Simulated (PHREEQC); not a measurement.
PHREEQC input (Pitzer model, pitzer.dat):

```
SOLUTION 1
  temp 15
  units mol/kgw
  pH 7 charge
  Cl 0.999
  Mg 0.42
  Na 0.034
  K 0.021
  Ca 0.052
END
USE solution 1
INCREMENTAL_REACTIONS false
REACTION 1
  H2O -1
  0 9.886 18.011 24.689 30.178 34.689 38.397 41.444
  43.949 46.007 47.699 49.089 50.232 51.172 moles
EQUILIBRIUM_PHASES 1
  Bischofite 0 0
  Brucite 0 0
  Carnallite 0 0
  Halite 0 0
  Portlandite 0 0
  Sylvite 0 0
  MgCl2_4H2O 0 0
SELECTED_OUTPUT 1
  -reset false
  -pH true
  -pe true
  -ionic_strength true
  -water true
  -activities H2O
  -totals Ca Cl K Mg Na
  -molalities H+ Na+ K+ Mg+2 Ca+2 Cl- OH- MgOH+
  -equilibrium_phases Bischofite Brucite Carnallite Halite Portlandite Sylvite MgCl2_4H2O
PRINT
  -reset false
END
```

Selected output (columns that matter, 14 of 14 rows; water left (kg) added in front):

```
water left (kg)	pH	mu	Ca	Cl	K	Mg	Na	m_H+	m_Na+	m_K+	la_H2O	Bischofite	Carnallite	Halite
1	6.4891	1.471	0.052	0.999	0.021	0.42	0.034	3.0903e-07	0.034	0.021	-0.011295	0	0	0
0.821894	6.4115	1.7898	0.063269	1.2155	0.025551	0.51101	0.041368	3.3494e-07	0.041368	0.025551	-0.014181	0	0	0
0.675514	6.3186	2.1776	0.076978	1.4789	0.031087	0.62175	0.050332	3.6623e-07	0.050332	0.031087	-0.017955	0	0	0
0.555203	6.2062	2.6495	0.093659	1.7993	0.037824	0.75648	0.061239	4.0507e-07	0.061239	0.037824	-0.022964	0	0	0
0.456313	6.0694	3.2237	0.11396	2.1893	0.046021	0.92042	0.07451	4.5467e-07	0.07451	0.046021	-0.029719	0	0	0
0.375043	5.9023	3.9222	0.13865	2.6637	0.055994	1.1199	0.090656	5.1976e-07	0.090656	0.055994	-0.03897	0	0	0
0.30824	5.6979	4.7723	0.1687	3.241	0.068129	1.3626	0.1103	6.0748e-07	0.1103	0.068129	-0.051838	0	0	0
0.253345	5.4484	5.8063	0.20525	3.9432	0.082891	1.6578	0.1342	7.2855e-07	0.1342	0.082891	-0.069982	0	0	0
0.208215	5.1446	7.0648	0.24974	4.7979	0.10086	2.0171	0.16329	8.9938e-07	0.16329	0.10086	-0.095902	0	0	0
0.171138	4.7768	8.5954	0.30385	5.8374	0.12271	2.4542	0.19867	1.1449e-06	0.19867	0.12271	-0.13331	0	0	0
0.140655	4.3336	10.458	0.3697	7.1025	0.1493	2.986	0.24173	1.5038e-06	0.24173	0.1493	-0.18788	0	0	0
0.115613	3.8036	12.723	0.44978	8.6409	0.18164	3.6328	0.29409	2.0331e-06	0.29409	0.18164	-0.26808	0	0	0
0.0936701	3.2688	15.015	0.55514	10.109	0.090846	4.3505	0.20735	2.654e-06	0.20735	0.090846	-0.36572	0	0.01249	0.014577
0.0749219	2.6362	17.808	0.69406	11.899	0.012131	5.2152	0.067974	3.5017e-06	0.067974	0.012131	-0.50851	0.0091728	0.020091	0.028907
```
